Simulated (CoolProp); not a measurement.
Vapour-liquid equilibrium of dimethyl ether (1) + n-butane (2) at 0.204 bar; x and y are mole fractions of (1).

Values from CoolProp's multi-fluid Helmholtz-energy mixture model, Wu 2011 and Bücker 2006; pair parameters Bell 2016.

```csv
x,"bubble temperature, mixture model (°C)","bubble temperature, Raoult's law (°C)","y, mixture model","y, Raoult's law"
0.05,-40.1,-38.1,0.220,0.134
0.125,-44.2,-40.5,0.420,0.297
0.2,-47.0,-42.5,0.542,0.428
0.275,-49.0,-44.4,0.623,0.533
0.35,-50.6,-46.1,0.681,0.620
0.425,-51.7,-47.7,0.725,0.693
0.5,-52.7,-49.1,0.762,0.755
0.575,-53.5,-50.4,0.794,0.807
0.65,-54.1,-51.6,0.823,0.852
0.725,-54.7,-52.7,0.853,0.892
0.8,-55.2,-53.7,0.885,0.926
0.875,-55.6,-54.7,0.921,0.957
0.95,-56.0,-55.7,0.965,0.984
```

The largest gap from Raoult's law is -4.6 K in bubble temperature, at x = 0.275. No azeotrope shows between x = 0.05 and 0.95.

Pair parameters are fitted to limited data, so mixtures are less certain than the pure fluids.
